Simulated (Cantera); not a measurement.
**Ignition delay**

Mixture: H₂ : O₂ : N₂ = 1 : 0.515 : 1.94 (molar parts), equivalence ratio 0.97, at 29300 Torr, adiabatic and at constant volume. Ignition delay is the time to a rise of 400 K.

Cantera simulation using GRI-Mech 3.0 (53 species, 325 reactions); the numbers are that mechanism's predictions, not measurements. The hydrogen kinetics of GRI-Mech 3.0 are dated; newer H2 mechanisms differ, most at raised pressure. The pressure lies above the range GRI-Mech 3.0 was tuned for (to about 10 atm).

```
T0 (K)  delay (ms)
------  ----------
973           7.17
1023          2.41
1073         0.899
1123         0.362
1173         0.155
1223        0.0692
1273        0.0316
1323        0.0144
```

| Quantity | Value |
|---|---|
| apparent activation energy between 1223 and 1323 K | 210 kJ/mol |
